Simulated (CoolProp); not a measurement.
Vapour-liquid equilibrium of methanol (1) + water (2) at 0.0607 MPa; x and y are mole fractions of (1).

Computed with CoolProp (multi-fluid Helmholtz-energy mixture model, de Reuck 1993 and Wagner 2002; pair parameters Bell 2016).

| x | bubble temperature, mixture model (K) | bubble temperature, Raoult's law (K) | y, mixture model | y, Raoult's law |
|---|---|---|---|---|
| 0.05 | 354.0 | 356.1 | 0.221 | 0.165 |
| 0.125 | 348.1 | 351.7 | 0.429 | 0.355 |
| 0.2 | 343.8 | 348.0 | 0.559 | 0.495 |
| 0.275 | 340.5 | 344.7 | 0.646 | 0.602 |
| 0.35 | 337.8 | 341.8 | 0.710 | 0.686 |
| 0.425 | 335.7 | 339.1 | 0.760 | 0.752 |
| 0.5 | 333.9 | 336.8 | 0.800 | 0.806 |
| 0.575 | 332.2 | 334.6 | 0.835 | 0.851 |
| 0.65 | 330.8 | 332.6 | 0.866 | 0.888 |
| 0.725 | 329.5 | 330.8 | 0.896 | 0.919 |
| 0.8 | 328.2 | 329.1 | 0.924 | 0.946 |
| 0.875 | 327.0 | 327.5 | 0.952 | 0.968 |
| 0.95 | 325.9 | 326.1 | 0.981 | 0.988 |

The largest gap from Raoult's law is -4.2 K in bubble temperature, at x = 0.275. No azeotrope shows between x = 0.05 and 0.95.

Pair parameters are fitted to limited data, so mixtures are less certain than the pure fluids.
